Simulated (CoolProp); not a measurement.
Carbonyl sulfide along the isotherm -23.05 °C: Z from the reference equation and from simpler models built on Tc = 105.6 °C, pc = 6369 kPa, ω = 0.098; each cubic takes its own stable root.

Computed with CoolProp (reference Helmholtz-energy equation of state, Lemmon 2006). It is a short technical equation, of lower accuracy than the large ones.

```tsv
p (kPa)	phase	reference	van der Waals	Redlich-Kwong	Soave-Redlich-Kwong
796	liquid	0.02062	0.8916	0.02195	0.02180
1590	liquid	0.04113	0.06387	0.04375	0.04346
2390	liquid	0.06174	0.09559	0.06561	0.06519
3180	liquid	0.08203	0.1267	0.08711	0.08656
3980	liquid	0.1025	0.1579	0.1088	0.1081
4780	liquid	0.1229	0.1889	0.1304	0.1296
5570	liquid	0.1431	0.2194	0.1516	0.1507
6370	liquid	0.1634	0.2500	0.1730	0.1720
7160	liquid	0.1834	0.2801	0.1941	0.1930
7960	liquid	0.2036	0.3104	0.2154	0.2142
8760	liquid	0.2238	0.3405	0.2366	0.2353
9550	liquid	0.2437	0.3701	0.2575	0.2561
```

At some of these states van der Waals gives the other phase, because its saturation line lies elsewhere.
